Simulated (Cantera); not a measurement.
Mixture: CH4 : O2 : N2 = 1 : 4.76 : 17.9 (molar parts), equivalence ratio 0.42, at 10.0 bar, adiabatic and at constant pressure. Ignition delay is the time to a rise of 400 K.

Detailed kinetics in Cantera: GRI-Mech 3.0 (53 species, 325 reactions).

Q: What does this change do: pressure from 10.0 bar to 30.0 bar?

A: 
| quantity | before | after |
|---|---|---|
| delay at 1050 K | 28.8 ms | 10.4 ms |
| delay at 1100 K | 13.2 ms | 4.68 ms |
| delay at 1150 K | 6.46 ms | 2.27 ms |
| delay at 1200 K | 3.35 ms | 1.18 ms |
| delay at 1250 K | 1.82 ms | 0.645 ms |
| delay at 1300 K | 1.03 ms | 0.370 ms |
| apparent activation energy between 1200 and 1300 K | 150 kJ/mol | 150 kJ/mol |
The pressure lies above the range GRI-Mech 3.0 was tuned for (to about 10 atm).

Q: What does this change do: pressure from 10.0 bar to 18.0 bar?

A: 
| quantity | before | after |
|---|---|---|
| delay at 1050 K | 28.8 ms | 16.5 ms |
| delay at 1100 K | 13.2 ms | 7.48 ms |
| delay at 1150 K | 6.46 ms | 3.65 ms |
| delay at 1200 K | 3.35 ms | 1.90 ms |
| delay at 1250 K | 1.82 ms | 1.04 ms |
| delay at 1300 K | 1.03 ms | 0.592 ms |
| apparent activation energy between 1200 and 1300 K | 150 kJ/mol | 150 kJ/mol |
The pressure lies above the range GRI-Mech 3.0 was tuned for (to about 10 atm).
